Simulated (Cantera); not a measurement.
**Boron, boron nitride and boron oxide: borazine + H2 + N2 + O2**

Input: 1 mol borazine, 190 mol H2, 9 mol N2, a varied amount of O2, at 0.00930 bar.

Equilibrium computed with Cantera from the NASA thermochemical tables; the gas is ideal and each condensed phase is pure. Candidate condensed phases: B, BN, B2O3, B3O3H3, H2O; 39 gas species. The feed counts by its element totals alone. Mutual solubility and eutectic melting of coexisting phases are not modelled. The numbers say what is thermodynamically allowed, not how fast it happens.

Stable condensed phases:

```
T in K \ n(O2) in mol
         0.074  0.14  0.25  0.46  0.84   1.5   2.8   5.2
   2050      A     A     A     A     A     B     B     B
   1950      A     A     A     A     A     B     B     B
   1850      A     A     A     A     A     A     B     B
   1750      A     A     A     A     A     A     B     B
   1650      A     A     A     A     A     A     B     B
   1550      A     A     A     A     A     A     B     B
   1450      A     A     A     A     A     C     D     B
   1350      A     A     A     C     C     C     D     D
   1250      A     A     C     C     C     C     D     D
   1150      A     C     C     C     C     C     D     D
   1050      C     C     C     C     C     C     D     D
    950      C     C     C     C     C     C     D     D
    850      C     C     C     C     C     C     D     D
```

A: BN; B: gas only; C: BN + B2O3; D: B2O3.
